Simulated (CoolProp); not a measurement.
A single-stage vapour-compression cycle with CH3F (R41): evaporating at 218.15 K (dew point), condensing at 250.15 K (bubble point), superheat 10 K, subcooling 5 K, compressor efficiency 0.85, no pressure losses. Each further row changes one setting.

Model: reference Helmholtz-energy equation of state, Lemmon 2006, in CoolProp. It is a short technical equation, of lower accuracy than the large ones.

| case | cooling COP | pressure ratio | discharge temperature (K) | refrigerating effect (kJ/kg) | volumetric capacity (kJ/m³) |
|---|---|---|---|---|---|
| as stated | 4.91 | 3.28 | 310.4 | 407 | 2480 |
| evaporating temperature 223.15 K | 6.09 | 2.66 | 300.5 | 409 | 3040 |
| condensing temperature 245.15 K | 5.97 | 2.78 | 297.9 | 418 | 2540 |
| subcooling 10 K | ? | 3.28 | 310.4 | 418 | 2540 |
| superheat 20 K | 4.79 | 3.28 | ? | 419 | 2410 |
| compressor efficiency 0.75 | ? | 3.28 | 318.9 | 407 | 2480 |

Q: What belongs in the gaps?

A: 
- subcooling 10 K, cooling COP: 5.05
- superheat 20 K, discharge temperature (K): 323.8
- compressor efficiency 0.75, cooling COP: 4.33
